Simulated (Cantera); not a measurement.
Feed: 1 mol CaO, 4.7 mol F2, 2.3 mol O2, held at 24.0 mbar.

Method: chemical equilibrium by Gibbs-energy minimisation in Cantera with the NASA 1993 tables (ideal gas, pure condensed phases). Candidate condensed phases: Ca, CaF2, CaO; 13 gas species. Equilibrium is a limit: real reactors are often held back by kinetics, nucleation or transport.

x: gas mole fraction; n: condensed amount in mol.

```
T (°C)      x F    x F2   x O2    x FO2  n CaF2(s)
------  -------  ------  -----  -------  ---------
377     0.00239   0.567  0.430  1.67e-5       1.00
427     0.00698   0.564  0.429  1.97e-5       1.00
477      0.0176   0.555  0.427  2.25e-5       1.00
527      0.0394   0.538  0.422  2.50e-5       1.00
577         [?]   0.507  0.414  2.68e-5       1.00
627       0.143   0.457  0.400  2.73e-5       1.00
677         [?]     [?]  0.380  2.62e-5       1.00
727       0.346   0.298  0.356  2.34e-5       1.00
777       0.462   0.207  0.331  1.96e-5       1.00
827       0.561   0.129  0.310  1.56e-5       1.00
877       0.631  0.0743  0.295  1.20e-5       1.00
927       0.673  0.0411  0.286  9.17e-6       1.00
```

Task: What belongs in the gaps?

Result: 
- 577, x F: 0.0789
- 677, x F: 0.234
- 677, x F2: 0.386
